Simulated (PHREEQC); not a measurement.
A solution holds 0.013 mol ZnSO4, 0.003 mol H3BO3 and 0.019 mol FeSO4 per kg of water, at 25 °C. Closed to the air; pH follows from the charge balance.

The numbers come from PHREEQC with the ion-association model, wateq4f.dat.

The ionic strength comes out as 0.0767 mol/kgw. What activity coefficients do H+, Zn(SO4)2-2, SO4-2, FeOH+, HSO4- get?

H+ 0.84, Zn(SO4)2-2 0.40, SO4-2 0.41, FeOH+ 0.80, HSO4- 0.79.

Precipitation was switched off in this run. Species that the database lacks are ignored.
